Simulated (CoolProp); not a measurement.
The fluid at 293.15 K and 0.0119 MPa is compressed adiabatically to 0.0434 MPa with isentropic efficiency 0.85. The same conditions are run with several fluids, on thermodynamics alone (safety and materials aside).

Values from CoolProp's reference Helmholtz-energy equation of state of each fluid (R245ca: Zhou 2016; R404A: Lemmon 2003; n-pentane: Thol 2019; R21: Platzer 1990; R152A: Outcalt 1996). The equations of Platzer and Polt are older, rougher fits. Blends and air are pseudo-pure fits.

```csv
fluid,work (kJ/kg),final temperature (K),final density (kg/m³)
R245ca,28.7,___,2.18
R404A,___,338.6,1.51
n-pentane,___,___,1.18
R21,39.2,___,1.51
R152A,60.6,349.9,0.991
```

Q: Some entries are withheld; supply them.

A: 
- R245ca, final temperature (K): 325.2
- R404A, work (kJ/kg): 40.4
- n-pentane, work (kJ/kg): 53.3
- n-pentane, final temperature (K): 325.0
- R21, final temperature (K): 357.0
